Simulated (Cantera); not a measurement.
A closed system holds: 1 mol BN, 78 mol HCl, 0.7 mol N2, held at 752 °C and 240 Pa.

Cantera equilibrium calculation (NASA polynomials, part measured and part estimated; ideal gas, pure solids and liquids). Candidate condensed phases: B, BN, NH4Cl; 21 gas species. Gases not in the tables: BHCl2. Equilibrium is a limit: real reactors are often held back by kinetics, nucleation or transport.

Base state: HCl 0.963, H2 0.0138, N2 0.0135, BCl3 0.00923 (mole fractions); condensed: BN(s).

**Question.** What changes in the equilibrium state with this change: temperature from 752 °C to 1475 °C?

**Answer.** 
```
species      before     after
----------  -------  --------
HCl           0.963     0.924
H2           0.0138    0.0275
Cl          6.71e-7    0.0200
BCl3        0.00923    0.0112
N2           0.0135    0.0151
BCl           <1e-9  0.000531
BCl2        8.22e-9  0.000829
H           1.05e-8  0.000774
BN(s), mol    0.274         0
```
The tables' values for BCl2, BCl are old estimates; treat these amounts as uncertain.

**Question.** What changes in the equilibrium state with this change: temperature from 752 °C to 1102 °C?

**Answer.** 
```tsv
species	before	after
HCl	0.963	0.952
H2	0.0138	0.0192
N2	0.0135	0.0152
BCl3	0.00923	0.0127
BCl2	8.22e-9	1.16e-5
Cl	6.71e-7	0.000398
BN(s), mol	0.274	0
```
The tables' values for BCl2 are old estimates; treat these amounts as uncertain.
